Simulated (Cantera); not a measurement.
A closed system holds: 1 mol SiH2Cl2, 0.065 mol HCl, 210 mol N2, 0.12 mol Cl2, equilibrated at 1048.15 K and 94.0 mbar.

These are equilibrium values from Cantera (NASA tables, ideal gas, pure condensed phases), not measurements of a reactor. Candidate condensed phases: NH4Cl, Si, Si3N4; 28 gas species. N2 is the only nitrogen source here; it is nearly inert below about 1500 K, so the nitride shown seldom forms there in practice. The numbers say what is thermodynamically allowed, not how fast it happens.

What is the equilibrium state?

x(N2): 0.990
x(HCl): 0.00809
x(H2): 0.000837
x(SiCl4): 0.000700
x(SiCl3): 2.63e-6
n(Si3N4(s)): 0.284 mol
gas amount: 211.5 mol
log10 activity of Si(s) (absent): -5.91
